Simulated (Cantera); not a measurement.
An adiabatic, constant-volume homogeneous reactor starts with CH4 : H2 : O2 : N2 = 1 : 1.2 : 1.62 : 7.8 (molar parts), equivalence ratio 1.6, at 1050 K and 16.0 bar. Integrator tolerance rtol = 1e-08.

Model: GRI-Mech 3.0 (53 species, 325 reactions), integrated in Cantera. The pressure lies above the range GRI-Mech 3.0 was tuned for (to about 10 atm).

Question: What does this change do: 0.25 parts C2H6 added?

Answer: 
```
quantity                                                              before                                      after
---------------------------------  -----------------------------------------  -----------------------------------------
time of steepest temperature rise                                    2.72 ms                                    3.52 ms
temperature at 0.300 s                                                2665 K                                     2373 K
equilibrium temperature                                               2665 K                                     2373 K
x(CH4) at 0.300 s                    1.07e-9 (gas-phase equilibrium 1.20e-9)    4.40e-8 (gas-phase equilibrium 4.87e-8)
x(H2) at 0.300 s                       0.0967 (gas-phase equilibrium 0.0967)        0.178 (gas-phase equilibrium 0.178)
x(O2) at 0.300 s                     1.15e-5 (gas-phase equilibrium 1.15e-5)    1.09e-7 (gas-phase equilibrium 1.09e-7)
x(CH2) at 0.300 s                  1.96e-11 (gas-phase equilibrium 2.16e-11)  3.45e-11 (gas-phase equilibrium 3.81e-11)
x(HCO) at 0.300 s                    7.50e-7 (gas-phase equilibrium 7.50e-7)    6.61e-7 (gas-phase equilibrium 6.61e-7)
```

Question: What does this change do: initial temperature 1050 to 1675 K?

Answer: 
```json
[
 {"quantity": "time of steepest temperature rise", "before": "2.72 ms", "after": "6.51 µs"},
 {"quantity": "temperature at 0.300 s", "before": "2665 K", "after": "3090 K"},
 {"quantity": "equilibrium temperature", "before": "2665 K", "after": "3090 K"},
 {"quantity": "x(CH4) at 0.300 s", "before": "1.07e-9 (gas-phase equilibrium 1.20e-9)", "after": "1.61e-10 (gas-phase equilibrium 1.83e-10)"},
 {"quantity": "x(H2) at 0.300 s", "before": "0.0967 (gas-phase equilibrium 0.0967)", "after": "0.0949 (gas-phase equilibrium 0.0949)"},
 {"quantity": "x(O2) at 0.300 s", "before": "1.15e-5 (gas-phase equilibrium 1.15e-5)", "after": "0.000336 (gas-phase equilibrium 0.000336)"},
 {"quantity": "x(CH2) at 0.300 s", "before": "1.96e-11 (gas-phase equilibrium 2.16e-11)", "after": "7.15e-11 (gas-phase equilibrium 7.70e-11)"},
 {"quantity": "x(HCO) at 0.300 s", "before": "7.50e-7 (gas-phase equilibrium 7.50e-7)", "after": "1.67e-6 (gas-phase equilibrium 1.67e-6)"}
]
```
Above 3000 K some thermodynamic fits are extrapolated.
